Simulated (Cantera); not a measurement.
Mixture: C2H4 : O2 : N2 : H2O = 1 : 4.62 : 17.4 : 1.4 (molar parts), equivalence ratio 0.65, at 1.01 bar, adiabatic and at constant volume. Ignition delay is the time to a rise of 400 K.

Cantera simulation using GRI-Mech 3.0 (53 species, 325 reactions); the numbers are that mechanism's predictions, not measurements. GRI-Mech 3.0 was tuned for natural gas; its chemistry of ethylene as a main component is partial and can be far from experiment.

Q: At T0 = 1700 K, what is the delay, and which 6 reactions control it most (d ln τ / d ln k, from doubling and halving each rate constant)?

A: The delay is 16.4 µs.
| reaction | d ln τ / d ln k | faster rate |
|---|---|---|
| C2H3 + O2 <=> CH2CHO + O | -0.32 | shortens it |
| H + O2 <=> O + OH | -0.32 | shortens it |
| C2H4 + O <=> CH2CHO + H | -0.28 | shortens it |
| C2H4 + OH <=> C2H3 + H2O | -0.20 | shortens it |
| C2H4 + O <=> CH3 + HCO | 0.17 | lengthens it |
| C2H3 + O2 <=> CH2O + HCO | 0.14 | lengthens it |
